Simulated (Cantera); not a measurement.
Input: 1 mol Si2H6, 3.6 mol N2O, at 800 Pa.

These are equilibrium values from Cantera (NASA tables, ideal gas, pure condensed phases), not measurements of a reactor. Candidate condensed phases: H2O, Si, SiO2, Si2N2O, Si3N4; 35 gas species. The feed counts by its element totals alone. Mutual solubility and eutectic melting of coexisting phases are not modelled. The tables hold silica as quartz up to 1696 K and as liquid above; real silica turns to tridymite and cristobalite and melts near 1996 K. Kinetics and transport are ignored.

Q: Which condensed phases are stable at each of these points (T (°C)): 1077, 1127, 1177, 1227, 1277, 1327, 1377, 1427, 1477, 1527, 1577, 1627, 1677, 1727?

A: 
```json
[
 {"T (°C)": "1077", "condensed phases": "SiO2(β-quartz) + Si2N2O(s)", "Si condensed (%)": "100.0"},
 {"T (°C)": "1127", "condensed phases": "SiO2(β-quartz) + Si2N2O(s)", "Si condensed (%)": "100.0"},
 {"T (°C)": "1177", "condensed phases": "SiO2(β-quartz) + Si2N2O(s)", "Si condensed (%)": "99.9"},
 {"T (°C)": "1227", "condensed phases": "SiO2(β-quartz) + Si2N2O(s)", "Si condensed (%)": "99.4"},
 {"T (°C)": "1277", "condensed phases": "SiO2(β-quartz) + Si2N2O(s)", "Si condensed (%)": "98.0"},
 {"T (°C)": "1327", "condensed phases": "SiO2(β-quartz) + Si2N2O(s)", "Si condensed (%)": "93.0"},
 {"T (°C)": "1377", "condensed phases": "SiO2(β-quartz)", "Si condensed (%)": "80.0"},
 {"T (°C)": "1427", "condensed phases": "SiO2(condensed)", "Si condensed (%)": "79.9"},
 {"T (°C)": "1477", "condensed phases": "SiO2(condensed)", "Si condensed (%)": "79.7"},
 {"T (°C)": "1527", "condensed phases": "SiO2(condensed)", "Si condensed (%)": "79.3"},
 {"T (°C)": "1577", "condensed phases": "SiO2(condensed)", "Si condensed (%)": "78.3"},
 {"T (°C)": "1627", "condensed phases": "SiO2(condensed)", "Si condensed (%)": "76.2"},
 {"T (°C)": "1677", "condensed phases": "SiO2(condensed)", "Si condensed (%)": "72.5"},
 {"T (°C)": "1727", "condensed phases": "SiO2(l)", "Si condensed (%)": "66.7"}
]
```

From 1077 °C to 1327 °C the condensed part is SiO2(β-quartz) + Si2N2O(s). At 1377 °C the condensed part is SiO2(β-quartz). From 1427 °C to 1677 °C the condensed part is SiO2(condensed). At 1727 °C the condensed part is SiO2(l).
